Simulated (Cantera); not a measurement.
What does this Cantera script print?

```python
import numpy as np
import cantera as ct

gas = ct.Solution("gri30.yaml")
gas.TPX = 623, 540000, {'CH3OH': 1.5, 'O2': 1.25, 'N2': 15}
inlet = ct.Reservoir(gas, clone=True)
gas.equilibrate("HP")  # start burning
reactor = ct.IdealGasConstPressureReactor(gas, energy="on", clone=False)
exhaust = ct.Reservoir(gas, clone=True)
tau = [0.05, 0.024, 0.012, 0.0055, 0.0027, 0.0013, 0.00061, 0.0003, 0.00014, 6.8e-05][0]
for a, b in ((inlet, reactor), (reactor, exhaust)):
    ct.MassFlowController(a, b, mdot=lambda t: reactor.mass / tau)
net = ct.ReactorNet([reactor])
show = ['CH3OH', 'O2', 'CO2', 'CH4', 'HCO', 'NO2', 'C2H']

rows = []
print(f"{'tau/s':>10s}{'T/K':>9s}" + "".join(f"{s:>11s}" for s in show))
for tau in [0.05, 0.024, 0.012, 0.0055, 0.0027, 0.0013, 0.00061, 0.0003, 0.00014, 6.8e-05]:
    net.initial_time = 0.0
    net.advance(30 * tau)
    before = gas.X
    net.advance(40 * tau)
    drift = np.max(np.abs(gas.X - before) / (gas.X + 1e-9))
    rows.append([gas.T, *gas[show].X, drift])
    print(f"{tau:10.3e}{gas.T:9.1f}" + "".join(f"{x:11.3e}" for x in gas[show].X))
```

Result:

```
     tau/s      T/K      CH3OH         O2        CO2        CH4        HCO        NO2        C2H
 5.000e-02   1347.1  5.021e-05  6.973e-04  2.976e-02  2.914e-04  1.105e-07  1.040e-11  1.577e-12
 2.400e-02   1339.4  8.891e-05  1.133e-03  2.759e-02  3.288e-04  1.989e-07  2.667e-11  1.467e-12
 1.200e-02   1326.8  1.705e-04  1.871e-03  2.491e-02  3.168e-04  3.598e-07  6.254e-11  7.999e-13
 5.500e-03   1238.1  3.394e-03  8.515e-03  2.289e-02  1.946e-05  7.029e-07  1.681e-10  6.133e-17
 2.700e-03    623.0  8.451e-02  7.042e-02  6.359e-18  2.073e-20  2.017e-31  1.424e-25 -2.941e-48
 1.300e-03    623.0  8.451e-02  7.042e-02  8.424e-20  6.935e-21  5.237e-33  1.831e-27  2.320e-54
 6.100e-04    623.0  8.451e-02  7.042e-02  6.403e-21  2.675e-21  1.330e-33  1.157e-28  3.829e-55
 3.000e-04    623.0  8.451e-02  7.042e-02  9.362e-22  9.130e-22  5.390e-34  7.307e-30  3.630e-56
 1.400e-04    623.0  8.451e-02  7.042e-02  3.073e-22  2.603e-22  2.303e-34  4.616e-31  2.484e-57
 6.800e-05    623.0  8.451e-02  7.042e-02  1.399e-22  7.034e-23  1.037e-34  2.916e-32  1.666e-58
```

Model: GRI-Mech 3.0 (53 species, 325 reactions), integrated in Cantera. GRI-Mech 3.0 was tuned for natural gas; its chemistry of methanol as a main component is partial and can be far from experiment.
